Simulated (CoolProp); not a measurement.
Properties of dodecamethylpentasiloxane (MD3M) at several states.

Model: reference Helmholtz-energy equation of state, Thol 2019, in CoolProp.

```
T (K)  p (bar)   phase  density (kg/m³)  speed of sound (m/s)  Joule-Thomson coefficient (K/MPa)  expansivity (1/kK)  fugacity coefficient
-----  -------  ------  ---------------  --------------------  ---------------------------------  ------------------  --------------------
585.3     14.9  liquid            549.4                   [?]                             0.6652               3.174                0.2875
258.7     12.2  liquid            909.3                  1087                                [?]               1.063              8.535e-8
374.8    0.101  liquid              [?]                 714.0                            -0.3545               1.252                0.1252
214.4    0.604  liquid            951.9                  1255                                [?]               1.059             8.154e-10
```

Question: What belongs in the gaps?

Answer: 
- 585.3, speed of sound (m/s): 230.1
- 258.7, Joule-Thomson coefficient (K/MPa): -0.4997
- 374.8, density (kg/m³): 795.2
- 214.4, Joule-Thomson coefficient (K/MPa): -0.5646
